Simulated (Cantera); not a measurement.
# Ignition delay

Mixture: 13.2 % CO, 17.2 % H2, 10.9 % O2, 58.7 % N2, at 1350 Torr, adiabatic and at constant volume. Ignition delay is the time to a rise of 400 K.

Detailed kinetics in Cantera: GRI-Mech 3.0 (53 species, 325 reactions). Where the delays flatten at high temperature, the 400 K rule measures the pace of heat release, not the induction time.

| T0 (K) | delay (ms) |
|---|---|
| 1075 | 0.114 |
| 1175 | 0.0443 |
| 1275 | 0.0256 |
| 1375 | 0.0174 |
| 1475 | 0.0132 |
| 1575 | 0.0109 |
| 1675 | 0.00971 |
| 1775 | 0.00927 |
| 1875 | 0.00938 |
| 1975 | 0.00992 |
